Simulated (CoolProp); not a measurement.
Vapour-liquid equilibrium of ethanol (1) + n-octane (2) at 367.4 K; x and y are mole fractions of (1).

The numbers come from the multi-fluid Helmholtz-energy mixture model, Schroeder 2014 and Beckmüller 2019; pair parameters Bell 2016 in CoolProp.

| x | bubble pressure (MPa) | y at the bubble point | dew pressure at overall composition x (MPa) | liquid density (mol/L) |
|---|---|---|---|---|
| 0.05 | 0.08744 | 0.565 | 0.04075 | 5.782 |
| 0.2 | 0.1530 | 0.766 | 0.04833 | 6.407 |
| 0.35 | 0.1692 | 0.796 | 0.05928 | 7.206 |
| 0.5 | 0.1736 | 0.806 | 0.07650 | 8.255 |
| 0.65 | 0.1774 | 0.820 | 0.1073 | 9.667 |
| 0.8 | 0.1824 | 0.856 | 0.1710 | 11.62 |
| 0.95 | 0.1848 | 0.947 | 0.1847 | 14.42 |

y crosses x between x = 0.8 and 0.95: the model has an azeotrope there.

Pair parameters are fitted to limited data, so mixtures are less certain than the pure fluids. With so large a gap from Raoult's law the liquid may split in two, which this calculation doesn't test in full.
